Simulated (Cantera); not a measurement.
## C + O2 + H2 (carbon deposition, reforming and gasification)

Charge: 1 mol C, 0.022 mol O2, a varied amount of H2, held at 2625 °C and 1.33 mbar.

These are equilibrium values from Cantera (NASA tables, ideal gas, pure condensed phases), not measurements of a reactor. Candidate condensed phases: C, C6H6, C7H8, C8H18, H2O; 110 gas species. Kinetics and transport are ignored.

```
n(H2) (mol)    x H    x H2     x C3      x C      x CO      x C2
-----------  -----  ------  -------  -------  --------  --------
2            0.828  0.0701   0.0626   0.0131    0.0108   0.00664
2.7          0.848  0.0735   0.0464   0.0118   0.00818   0.00544
3.6          0.862  0.0760   0.0344   0.0107   0.00625   0.00446
4.7          0.873  0.0779   0.0259  0.00973   0.00485   0.00369
6.2          0.882  0.0795   0.0191  0.00880   0.00371   0.00302
8.2          0.889  0.0808   0.0140  0.00792   0.00283   0.00244
11           0.894  0.0818  0.00994  0.00707   0.00212   0.00195
14           0.898  0.0825  0.00746  0.00642   0.00168   0.00161
19           0.902  0.0832  0.00512  0.00567   0.00124   0.00125
25           0.904  0.0836  0.00360  0.00504  0.000945  0.000990
33           0.906  0.0840  0.00249  0.00446  0.000717  0.000774
44           0.908  0.0843  0.00167  0.00390  0.000539  0.000593
58           0.909  0.0846  0.00112  0.00341  0.000409  0.000453
```
x: gas mole fraction; nothing condenses.

From 2 mol H2 to 58 mol H2 nothing is condensed. The main C-bearing gas is C3 at 2 mol H2 and C at 58 mol H2.
